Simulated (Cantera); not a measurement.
Charge: 1 mol Al2O3, 0.33 mol H2O, equilibrated at 13000 Pa.

Cantera equilibrium calculation (NASA polynomials, part measured and part estimated; ideal gas, pure solids and liquids). Candidate condensed phases: Al, Al2O3, H2O; 19 gas species. Gases not in the tables: Al(OH)3. Kinetics and transport are ignored.

x: gas mole fraction; n: condensed amount in mol.

```csv
T (K),x H2O,x H2,x OH,x O2,x H,n Al2O3(s),n Al2O3(l)
1823,0.993,0.00428,0.00127,0.00183,7.86e-5,1.00,0
1873,0.990,0.00575,0.00181,0.00244,0.000136,1.00,0
1923,0.986,0.00762,0.00254,0.00320,0.000228,1.00,0
1973,0.982,0.00993,0.00350,0.00414,0.000373,1.00,0
2023,0.976,0.0128,0.00474,0.00527,0.000595,1.00,0
2073,0.970,?,?,?,?,1.00,0
2123,0.961,0.0203,0.00829,0.00825,0.00142,1.000,0
2173,0.951,0.0252,0.0107,0.0101,0.00212,1.000,0
2223,0.939,0.0309,0.0137,0.0123,0.00312,1.000,0
2273,0.925,0.0374,0.0173,0.0148,0.00451,1.000,0
2323,0.908,?,?,?,?,1.000,0
2373,0.888,0.0532,0.0265,0.0207,0.00893,0,1.000
```

Some entries are withheld; supply them.


- 2073, x H2: 0.0162
- 2073, x OH: 0.00632
- 2073, x O2: 0.00663
- 2073, x H: 0.000929
- 2323, x H2: 0.0448
- 2323, x OH: 0.0215
- 2323, x O2: 0.0176
- 2323, x H: 0.00640
